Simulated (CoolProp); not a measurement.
Propane along the isotherm 147.75 °C: density (kg/m³) from the reference equation and from simpler models built on Tc = 96.7 °C, pc = 42.51 bar, ω = 0.152; each cubic takes its own stable root.

Values from CoolProp's reference Helmholtz-energy equation of state, Lemmon 2009.

```tsv
p (bar)	phase	reference	ideal gas	van der Waals	Redlich-Kwong	Soave-Redlich-Kwong	Peng-Robinson
11.8	gas	15.89	14.87	15.87	15.93	15.88	16.03
23.6	gas	34.30	29.74	34.30	34.52	34.23	34.92
35.4	gas	56.31	44.61	56.70	56.91	55.99	57.74
47.2	supercritical	83.71	59.47	86.10	85.08	82.62	86.14
59	supercritical	119.4	74.34	129.6	122.1	116.0	122.2
70.9	supercritical	166.5	89.34	183.3	168.9	156.6	166.2
82.7	supercritical	217.7	104.2	216.4	212.8	197.1	210.5
94.5	supercritical	259.2	119.1	236.6	245.7	230.3	247.7
106	supercritical	288.0	133.6	250.6	269.7	255.5	276.2
```
